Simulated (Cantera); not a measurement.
Cantera run:

```python
import numpy as np
import cantera as ct

gas_names = """
    H HO2 H2 H2O H2O2 O OH O2 O3 Si SiH SiH2 SiH3 SiH4 SiO SiO2 Si2 Si3
""".split()
cond_names = """
    H2O(s) H2O(L) Si(cr) Si(L) SiO2(Lqz) SiO2(hqz) SiO2(L)
""".split()


# ... load() reads the species with a 1 bar reference pressure and builds the phases ...
atoms = {
    'Si': {'Si': 1},
    'H2O': {'H': 2, 'O': 1},
    'H2': {'H': 2},
}
top_T = {}  # K; cautious upper limits of use, not melting points


# ... equilibrate(T, P, feed) seeds the gas with the atoms and calls Mixture.equilibrate('TP', solver="vcs", rtol=1e-11, max_steps=5000) ...
results = []
feed = {'Si': 1, 'H2O': 0.028, 'H2': 20}  # mol
T = 1948  # K
P = 200000  # Pa
mix = equilibrate(T, P, feed)
results.append((T, P, feed, dict(zip(mix.species_names, mix.species_moles))))
print(gas.report(threshold=1e-06))
for i in range(1, mix.n_phases):
    print(f"{mix.phase(i).name:16s} {mix.phase_moles(i):12.5e} mol")
```

Output:

```
       temperature   1948 K
          pressure   2e+05 Pa
           density   0.025644 kg/m^3
  mean mol. weight   2.0768 kg/kmol
   phase of matter   gas

                          1 kg             1 kmol
                     ---------------   ---------------
          enthalpy         2.469e+07        5.1274e+07  J
   internal energy        1.6891e+07        3.5078e+07  J
           entropy             87665        1.8206e+05  J/K
    Gibbs function       -1.4608e+08       -3.0338e+08  J
 heat capacity c_p             16379             34015  J/K
 heat capacity c_v             12375             25700  J/K

                      mass frac. Y      mole frac. X     chem. pot. / RT
                     ---------------   ---------------   ---------------
                 H        0.00038737         0.0007981            -9.353
                H2           0.96851            0.9977           -18.706
               H2O        1.9127e-05         2.205e-06           -54.618
                Si        0.00015707        1.1614e-05           -5.7348
               SiH        0.00017669        1.2613e-05           -15.088
              SiH2         0.0011331        7.8176e-05           -24.441
              SiH4         3.047e-05        1.9703e-06           -43.147
               SiO          0.029576         0.0013933           -41.647
     [  +10 minor]        1.0879e-05         6.013e-07

Si(L)             9.69935e-01 mol
SiO2(L)           0.00000e+00 mol
```

Method: chemical equilibrium by Gibbs-energy minimisation in Cantera with the NASA 1993 tables (ideal gas, pure condensed phases). Gases not in the tables: Si2H6 and higher silanes.
